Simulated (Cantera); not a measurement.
## Stirred combustor or abatement burner

A perfectly stirred reactor is fed with 12.0 % CH₄, 18.5 % O₂, 69.5 % N₂, at 3.30 bar; it is adiabatic with a 723 K inlet, and is followed from long to short residence time, starting on the burning branch (τ in s: 0.023, 0.0094, 0.0039, 0.0016, 0.00066, 0.00027, 0.00011, 4.6e-05, 1.9e-05, 7.9e-06).

Detailed kinetics in Cantera: GRI-Mech 3.0 (53 species, 325 reactions).

| τ (s) | T (K) | x CH₄ | x O₂ | x CO₂ | x OH | x H | x H₂ |
|---|---|---|---|---|---|---|---|
| 0.023 | 2353 | 2.05e-5 | 0.000148 | 0.0497 | 0.00148 | 0.00191 | 0.0411 |
| 0.0094 | 2347 | 3.60e-5 | 0.000248 | 0.0496 | 0.00175 | 0.00228 | 0.0411 |
| 0.0039 | 2338 | 5.86e-5 | 0.000432 | 0.0494 | 0.00213 | 0.00282 | 0.0411 |
| 0.0016 | 2325 | 9.48e-5 | 0.000767 | 0.0491 | 0.00264 | 0.00357 | 0.0412 |
| 0.00066 | 2307 | 0.000159 | 0.00136 | 0.0485 | 0.00322 | 0.00450 | 0.0413 |
| 0.00027 | 2283 | 0.000291 | 0.00247 | 0.0474 | 0.00378 | 0.00550 | 0.0416 |
| 0.00011 | 2248 | 0.000612 | 0.00472 | 0.0451 | 0.00406 | 0.00622 | 0.0418 |
| 4.6e-5 | 2186 | 0.00165 | 0.0104 | 0.0395 | 0.00356 | 0.00581 | 0.0421 |
| 1.9e-5 | 723 | 0.120 | 0.185 | <1e-12 | <1e-12 | <1e-12 | <1e-12 |
| 7.9e-6 | 723 | 0.120 | 0.185 | <1e-12 | <1e-12 | <1e-12 | <1e-12 |
x: mole fraction; the columns are a selection and need not sum to one.
